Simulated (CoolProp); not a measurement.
The fluid at 295 K and 0.232 MPa is throttled through a valve to 0.0724 MPa with no heat exchange. The same conditions are run with several fluids, on thermodynamics alone (safety and materials aside).

The numbers come from the reference Helmholtz-energy equation of state of each fluid (fluorine: de Reuck 1990; propylene: Lemmon 2013; propane: Lemmon 2009; methane: Setzmann 1991; R227EA: Lemmon 2016) in CoolProp.

| fluid | temperature change (K) | final density (kg/m³) |
|---|---|---|
| fluorine | -0.3 | 1.12 |
| propylene | -2.9 | 1.27 |
| propane | -2.9 | 1.33 |
| methane | -0.7 | 0.475 |
| R227EA | -3.2 | 5.18 |
